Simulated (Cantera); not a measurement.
**CsOH + H2O (calcination and drying)**

Input: 1 mol CsOH, 3 mol H2O, held at 12.0 Pa.

These are equilibrium values from Cantera (NASA tables, ideal gas, pure condensed phases), not measurements of a reactor. Candidate condensed phases: Cs, CsOH, H2O; 15 gas species. Rates play no part.

From 825 K to 1725 K nothing is condensed. The main Cs-bearing gas is CsOH at 825 K and Cs at 1725 K.

```json
[
 {"T (K)": "825", "x H2O": "0.753", "x CsOH": "0.244", "x Cs": "6.65e-7", "x O2": "1.79e-7", "x H2": "2.59e-8"},
 {"T (K)": "925", "x H2O": "0.750", "x CsOH": "0.250", "x Cs": "9.81e-6", "x O2": "2.61e-6", "x H2": "3.31e-7"},
 {"T (K)": "1025", "x H2O": "0.750", "x CsOH": "0.250", "x Cs": "8.38e-5", "x O2": "2.21e-5", "x H2": "2.63e-6"},
 {"T (K)": "1125", "x H2O": "0.750", "x CsOH": "0.249", "x Cs": "0.000486", "x O2": "0.000128", "x H2": "1.46e-5"},
 {"T (K)": "1225", "x H2O": "0.750", "x CsOH": "0.247", "x Cs": "0.00210", "x O2": "0.000549", "x H2": "6.18e-5"},
 {"T (K)": "1325", "x H2O": "0.749", "x CsOH": "0.241", "x Cs": "0.00715", "x O2": "0.00186", "x H2": "0.000212"},
 {"T (K)": "1425", "x H2O": "0.748", "x CsOH": "0.226", "x Cs": "0.0197", "x O2": "0.00515", "x H2": "0.000626"},
 {"T (K)": "1525", "x H2O": "0.744", "x CsOH": "0.197", "x Cs": "0.0446", "x O2": "0.0117", "x H2": "0.00165"},
 {"T (K)": "1625", "x H2O": "0.737", "x CsOH": "0.152", "x Cs": "0.0817", "x O2": "0.0216", "x H2": "0.00405"},
 {"T (K)": "1725", "x H2O": "0.723", "x CsOH": "0.103", "x Cs": "0.122", "x O2": "0.0334", "x H2": "0.00938"}
]
```
x: gas mole fraction; nothing condenses.
